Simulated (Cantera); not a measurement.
A perfectly stirred reactor is fed with CH4 : CO2 = 1 : 2 (molar parts), at 0.680 bar; it is held at 2223 K, and followed from long to short residence time.

Model: GRI-Mech 3.0 (53 species, 325 reactions), integrated in Cantera.

Problem. Predict: x(CH4) at τ = 1.00 s; x(CO2) at τ = 1.00 s; x(H2O) at τ = 1.00 s; x(H2) at τ = 1.00 s; x(CO) at τ = 1.00 s; x(CH4) at τ = 28.0 ms; x(CO2) at τ = 28.0 ms; x(H2O) at τ = 28.0 ms; x(H2) at τ = 28.0 ms; x(CO) at τ = 28.0 ms.

Solution. 
```
Quantity                Result
---------------------  -------
x(CH4) at τ = 1.00 s   5.63e-5
x(CO2) at τ = 1.00 s    0.0568
x(H2O) at τ = 1.00 s     0.143
x(H2) at τ = 1.00 s      0.255
x(CO) at τ = 1.00 s      0.542
x(CH4) at τ = 28.0 ms  0.00213
x(CO2) at τ = 28.0 ms   0.0611
x(H2O) at τ = 28.0 ms    0.146
x(H2) at τ = 28.0 ms     0.248
x(CO) at τ = 28.0 ms     0.537
```
